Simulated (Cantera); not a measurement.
What does this Cantera script print?

```python
import numpy as np
import cantera as ct

gas_names = """
    CL CL2 Si SiCL SiCL2 SiCL3 SiCL4 Si2 Si3
""".split()
cond_names = """
    Si(cr) Si(L)
""".split()


# ... load() reads the species with a 1 bar reference pressure and builds the phases ...
atoms = {
    'Si': {'Si': 1},
    'Cl2': {'CL': 2},
}
top_T = {}  # K; cautious upper limits of use, not melting points


# ... equilibrate(T, P, feed) seeds the gas with the atoms and calls Mixture.equilibrate('TP', solver="vcs", rtol=1e-11, max_steps=5000) ...
results = []
feed = {'Si': 1, 'Cl2': 1.6}  # mol
T = 523.15  # K
P = 6200  # Pa
mix = equilibrate(T, P, feed)
results.append((T, P, feed, dict(zip(mix.species_names, mix.species_moles))))
print(gas.report(threshold=0.001))
for i in range(1, mix.n_phases):
    print(f"{mix.phase(i).name:16s} {mix.phase_moles(i):12.5e} mol")
```

Result:

```
       temperature   523.15 K
          pressure   6200 Pa
           density   0.24215 kg/m^3
  mean mol. weight   169.88 kg/kmol
   phase of matter   gas

                          1 kg             1 kmol
                     ---------------   ---------------
          enthalpy       -3.7732e+06       -6.4101e+08  J
   internal energy       -3.7988e+06       -6.4536e+08  J
           entropy            2402.5        4.0815e+05  J/K
    Gibbs function       -5.0301e+06       -8.5453e+08  J
 heat capacity c_p            594.69        1.0103e+05  J/K
 heat capacity c_v            545.75             92714  J/K

                      mass frac. Y      mole frac. X     chem. pot. / RT
                     ---------------   ---------------   ---------------
             SiCL4                 1                 1           -196.46
     [   +8 minor]        8.7174e-08        1.1018e-07

Si(cr)            2.00000e-01 mol
```

Method: chemical equilibrium by Gibbs-energy minimisation in Cantera with the NASA 1993 tables (ideal gas, pure condensed phases).
